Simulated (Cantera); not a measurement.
A closed system holds: 1 mol MgO, 1.2 mol I₂, 2.7 mol HI, equilibrated at 1.00 bar.

Cantera equilibrium calculation (NASA polynomials, part measured and part estimated; ideal gas, pure solids and liquids). Candidate condensed phases: H₂O, I₂, Mg, MgI₂, MgO, Mg(OH)₂; 20 gas species. Kinetics and transport are ignored.

log p: log10 of the partial pressure in bar; n: condensed amount in mol.

```csv
T (K),log p HI,log p I₂,log p I,log p H₂,log p H₂O,log p MgI₂,n MgI₂(s),n MgO(s)
798,-0.20,-0.48,-2.51,-1.56,-2.59,-4.06,0.00973,0.990
848,-0.20,-0.48,?,-1.52,-2.80,?,?,0.994
898,-0.21,-0.48,-1.95,-1.48,-2.82,-2.82,0,0.994
948,-0.21,-0.48,?,-1.45,?,?,0,0.990
998,-0.22,-0.49,-1.51,-1.42,-2.43,-2.43,0,0.985
1048,-0.23,-0.50,-1.32,-1.40,-2.26,-2.26,0,0.978
1098,-0.25,-0.52,-1.15,-1.37,-2.12,-2.12,0,0.969
1148,-0.26,-0.54,-1.01,-1.35,-1.99,-1.99,0,0.958
```

### Question
Complete the blanks.

### Answer

- 848, log p I: -2.21
- 848, log p MgI₂: -3.31
- 848, n MgI₂(s): 0.00420
- 948, log p I: -1.72
- 948, log p H₂O: -2.61
- 948, log p MgI₂: -2.61
